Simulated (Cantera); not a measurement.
A Cantera script and what it prints.

```python
import numpy as np
import cantera as ct

gas_names = """
    H HO2 H2 H2O H2O2 O OH O2 O3 V VO VO2
""".split()
cond_names = """
    H2O(s) H2O(L) V(cr) V(L) VO(s) VO(L) V2O3(s) V2O3(L) V2O4(I) V2O4(II) V2O4(L) V2O5(s) V2O5(L)
""".split()


def load(file, names, dense=False):
    # The tables refer to 1 bar. Condensed volumes are neglected.
    table = {s.name: s for s in ct.Species.list_from_file(file)}
    out = []
    for n in names:
        d = dict(table[n].input_data)
        d["thermo"] = dict(d["thermo"], **{"reference-pressure": 1e5})
        if dense:
            d["equation-of-state"] = {"model": "constant-volume", "density": "1e6 g/cm^3"}
        out.append(ct.Species.from_dict(d))
    return out


gas = ct.Solution(thermo="ideal-gas", species=load("nasa_gas.yaml", gas_names))
cond = {s.name: ct.Solution(thermo="fixed-stoichiometry", species=[s], name=s.name)
        for s in load("nasa_condensed.yaml", cond_names, dense=True)}
atoms = {
    'V2O5': {'V': 2, 'O': 5},
    'H2': {'H': 2},
}
top_T = {}  # K; cautious upper limits of use, not melting points


def equilibrate(T, P, feed):
    n = {}
    for name, mol in feed.items():
        for a, k in atoms[name].items():
            n[a] = n.get(a, 0.0) + k * mol
    gas.TPX = T, P, n
    mass = sum(n.values()) * gas.mean_molecular_weight
    gas.equilibrate("TP")
    valid = [c for c in cond.values() if c.min_temp <= T <= top_T.get(c.name, c.max_temp)]
    mix = ct.Mixture([(gas, mass / gas.mean_molecular_weight)] + [(c, 0.0) for c in valid])
    mix.T, mix.P = T, P
    mix.equilibrate("TP", solver="vcs", rtol=1e-11, max_steps=5000)
    return mix


results = []
T = 2048  # K
P = 133.322  # Pa
for m in [3.3, 7.9, 19, 44, 100, 240, 580, 1400]:
    feed = {'V2O5': 1, 'H2': m}  # mol
    mix = equilibrate(T, P, feed)
    results.append((T, P, feed, dict(zip(mix.species_names, mix.species_moles))))

top = {s: max(r[3][s] / sum(r[3][g] for g in gas_names) for r in results) for s in gas_names}
cols = sorted((s for s in top if top[s] > 1e-06), key=lambda s: -top[s])[:9]
seen = [c for c in cond_names if any(r[3].get(c, 0) > 1e-12 for r in results)]
print("log10 of partial pressures in bar; condensed amounts in mol")
print(f"{'n(H2)':>10s}" + "".join(f"{s[:9]:>10s}" for s in cols + seen))
for T, P, feed, n in results:
    ng = sum(n[g] for g in gas_names)
    print(f"{feed['H2']:10.4g}" + "".join(f"{np.log10(max(n[s] / ng * P / 1e5, 1e-99)):10.3f}" for s in cols)
          + "".join(f"{n.get(c, 0):10.4g}" for c in seen))
```

It prints:

```
log10 of partial pressures in bar; condensed amounts in mol
     n(H2)        H2       H2O       VO2         H        OH        VO         O         V        O2     VO(s)   V2O3(s)
       3.3    -3.293    -3.218    -3.795    -4.297    -5.184    -6.170    -6.329    -9.553    -6.621         0    0.7675
       7.9    -3.038    -3.574    -4.100    -4.169    -5.667    -5.865    -6.940    -8.637    -7.843         0    0.7379
        19    -2.958    -3.964    -4.336    -4.129    -6.098    -5.629    -7.410    -7.931    -8.784         0    0.6303
        44    -2.929    -4.350    -4.543    -4.114    -6.498    -5.422    -7.825    -7.309    -9.614         0    0.4341
       100    -2.916    -4.638    -4.819    -4.108    -6.793    -5.397    -8.126    -6.984   -10.215    0.4881         0
       240    -2.909    -5.007    -5.196    -4.104    -7.165    -5.397    -8.502    -6.607   -10.968    0.0127         0
       580    -2.905    -5.297    -5.730    -4.102    -7.457    -5.638    -8.796    -6.554   -11.556         0         0
      1400    -2.903    -5.592    -6.339    -4.102    -7.753    -5.951    -9.093    -6.571   -12.149         0         0
```

Equilibrium computed with Cantera from the NASA thermochemical tables; the gas is ideal and each condensed phase is pure. VO: taken at fixed stoichiometry. Condensed phases not in the tables: the oxides between V2O3 and V2O5 other than VO2.
